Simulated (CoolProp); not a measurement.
Properties of R245ca along the isobar 10000 kPa (Tc = 447.6 K, pc = 3941 kPa, ω = 0.355).

Model: reference Helmholtz-energy equation of state, Zhou 2016, in CoolProp.

```json
[
 {"T (K)": "362.8", "phase": "liquid", "Z": "0.3546", "cp (kJ/(kg K))": "1.456", "cv (kJ/(kg K))": "1.080", "speed of sound (m/s)": "561.8"},
 {"T (K)": "370.7", "phase": "liquid", "Z": "0.3529", "cp (kJ/(kg K))": "1.470", "cv (kJ/(kg K))": "1.091", "speed of sound (m/s)": "535.7"},
 {"T (K)": "378.6", "phase": "liquid", "Z": "0.3517", "cp (kJ/(kg K))": "1.485", "cv (kJ/(kg K))": "1.101", "speed of sound (m/s)": "509.9"},
 {"T (K)": "386.6", "phase": "liquid", "Z": "0.3510", "cp (kJ/(kg K))": "1.502", "cv (kJ/(kg K))": "1.111", "speed of sound (m/s)": "484.0"},
 {"T (K)": "394.5", "phase": "liquid", "Z": "0.3508", "cp (kJ/(kg K))": "1.519", "cv (kJ/(kg K))": "1.121", "speed of sound (m/s)": "458.8"},
 {"T (K)": "402.4", "phase": "liquid", "Z": "0.3511", "cp (kJ/(kg K))": "1.538", "cv (kJ/(kg K))": "1.132", "speed of sound (m/s)": "433.8"},
 {"T (K)": "410.3", "phase": "liquid", "Z": "0.3520", "cp (kJ/(kg K))": "1.558", "cv (kJ/(kg K))": "1.142", "speed of sound (m/s)": "409.1"},
 {"T (K)": "418.3", "phase": "liquid", "Z": "0.3536", "cp (kJ/(kg K))": "1.580", "cv (kJ/(kg K))": "1.153", "speed of sound (m/s)": "384.3"},
 {"T (K)": "426.2", "phase": "liquid", "Z": "0.3559", "cp (kJ/(kg K))": "1.605", "cv (kJ/(kg K))": "1.163", "speed of sound (m/s)": "360.0"},
 {"T (K)": "434.1", "phase": "liquid", "Z": "0.3591", "cp (kJ/(kg K))": "1.631", "cv (kJ/(kg K))": "1.174", "speed of sound (m/s)": "336.1"},
 {"T (K)": "442.1", "phase": "liquid", "Z": "0.3634", "cp (kJ/(kg K))": "1.661", "cv (kJ/(kg K))": "1.184", "speed of sound (m/s)": "312.3"},
 {"T (K)": "450", "phase": "supercritical", "Z": "0.3689", "cp (kJ/(kg K))": "1.694", "cv (kJ/(kg K))": "1.195", "speed of sound (m/s)": "289.3"}
]
```
